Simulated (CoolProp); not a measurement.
Tetrahydrofuran along the isotherm 178.75 °C: Z from the reference equation and from simpler models built on Tc = 267.0 °C, pc = 53.04 bar, ω = 0.234; each cubic takes its own stable root.

The numbers come from the reference Helmholtz-energy equation of state, Fiedler 2023 in CoolProp.

```csv
p (bar),phase,reference
17.7,liquid,0.04952
35.4,liquid,0.09810
53,liquid,0.1456
70.7,liquid,0.1927
88.4,liquid,0.2392
106,liquid,0.2849
124,liquid,0.3311
141,liquid,0.3743
159,liquid,0.4197
177,liquid,0.4647
194,liquid,0.5069
212,liquid,0.5512
230,liquid,0.5951
248,liquid,0.6388
265,liquid,0.6798
```

Q: How far does each simpler model (van der Waals, Redlich-Kwong, Peng-Robinson) lie from the reference over these 15 states: mean and median of the absolute difference, and the worst?

A: 
- van der Waals: mean 151.3 %, median 50.1 %, worst +1554.5 % at 178.75 °C and 17.7 bar
- Redlich-Kwong: mean 107.1 %, median 10.5 %, worst +1454.9 % at 178.75 °C and 17.7 bar
- Peng-Robinson: mean 4.0 %, median 4.3 %, worst -5.6 % at 178.75 °C and 265 bar

At some of these states van der Waals, Redlich-Kwong gives the other phase, because its saturation line lies elsewhere.
